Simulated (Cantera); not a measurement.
An isothermal, constant-pressure homogeneous reactor starts with NO : N2 = 1 : 0.15 (molar parts), at 1850 K and 43.5 Torr.

Detailed kinetics in Cantera: GRI-Mech 3.0 (53 species, 325 reactions).

Task: Predict: x(NO) at 100 s; x(NO2) at 100 s; x(N2O) at 100 s; x(O) at 100 s; x(O2) at 100 s.

Result: 
```
Quantity                                             Value
---------------  -----------------------------------------
x(NO) at 100 s      0.0328 (gas-phase equilibrium 0.00596)
x(NO2) at 100 s    2.52e-5 (gas-phase equilibrium 4.65e-6)
x(N2O) at 100 s    3.60e-7 (gas-phase equilibrium 6.92e-8)
x(O) at 100 s    0.000522 (gas-phase equilibrium 0.000529)
x(O2) at 100 s         0.418 (gas-phase equilibrium 0.431)
```
